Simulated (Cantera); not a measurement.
Input: 1 mol SiCl4, 2.6 mol CH4, a varied amount of H2, at 2002 °C and 100000 Pa.

Equilibrium computed with Cantera from the NASA thermochemical tables; the gas is ideal and each condensed phase is pure. Candidate condensed phases: C, C6H6, C7H8, C8H18, Si, SiC; 109 gas species. The tables' values for SiCl are old estimates; treat these amounts as uncertain. Gases not in the tables: Si2H6 and higher silanes. Equilibrium is a limit: real reactors are often held back by kinetics, nucleation or transport.

Task: At 88 mol H2, list the 7 most abundant gas species with their mole fractions, and the condensed phases.

Result: H2 0.946, HCl 0.0407, H 0.00826, C2H2 (acetylene) 0.00360, SiCl2 0.000420, Cl 0.000256, CH4 0.000201. Condensed: C(graphite) + SiC(s).
